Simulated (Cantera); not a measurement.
Feed: 1 mol Si, 2.1 mol NF₃, held at 13.3 mbar.

These are equilibrium values from Cantera (NASA tables, ideal gas, pure condensed phases), not measurements of a reactor. Candidate condensed phases: Si, Si₃N₄; 16 gas species. Kinetics and transport are ignored. All values below are at 1050 °C.

Base state: F 0.524, N₂ 0.242, SiF₄ 0.231, F₂ 0.00295 (mole fractions); condensed: gas only.

Q: What changes in the equilibrium state with this change: pressure from 13.3 mbar to 0.870 bar?

A: 
| species | before | after |
|---|---|---|
| F | 0.524 | 0.380 |
| N₂ | 0.242 | 0.266 |
| SiF₄ | 0.231 | 0.253 |
| F₂ | 0.00295 | 0.101 |
| NF₃ | 1.00e-8 | 0.000138 |
